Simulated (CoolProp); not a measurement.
Vapour pressure (bar) of C3F8 (R218): the reference equation beside estimates from Tc = 345.0 K, pc = 26.40 bar, ω = 0.317. Clausius-Clapeyron is anchored at 166.4 K with a constant enthalpy of vaporisation of 24.03 kJ/mol.

Computed with CoolProp (reference Helmholtz-energy equation of state, Lemmon 2006). It is a short technical equation, of lower accuracy than the large ones.

```tsv
T (K)	reference	Lee-Kesler	Clausius-Clapeyron	van der Waals	Soave-Redlich-Kwong	Peng-Robinson
157.1	0.002851	0.002738	0.002889	0.3785	0.002842	0.003230
166.4	0.008078	0.007750	0.008078	0.5724	0.008007	0.008852
175.6	0.01991	0.01916	0.02006	0.8266	0.01969	0.02128
184.8	0.04415	0.04267	0.04552	1.153	0.04362	0.04626
194	0.08948	0.08702	0.09556	1.560	0.08846	0.09236
203.2	0.1681	0.1645	0.1876	2.058	0.1664	0.1715
212.4	0.2959	0.2915	0.3473	2.656	0.2935	0.2993
221.6	0.4928	0.4883	0.6109	3.361	0.4897	0.4952
230.9	0.7860	0.7826	1.033	4.191	0.7830	0.7861
240.1	1.196	1.196	1.669	5.136	1.195	1.193
249.3	1.756	1.761	2.602	6.210	1.759	1.749
258.5	2.499	2.510	3.930	7.421	2.510	2.487
267.7	3.459	3.477	5.771	8.773	3.485	3.445
```

Absolute difference from the reference over all 13 rows, mean and median: Lee-Kesler 1.9 and 1.5 %, Clausius-Clapeyron 23.7 and 17.4 %, van der Waals 2480.0 and 797.6 %, Soave-Redlich-Kwong 0.7 and 0.8 %, Peng-Robinson 3.3 and 1.1 %.
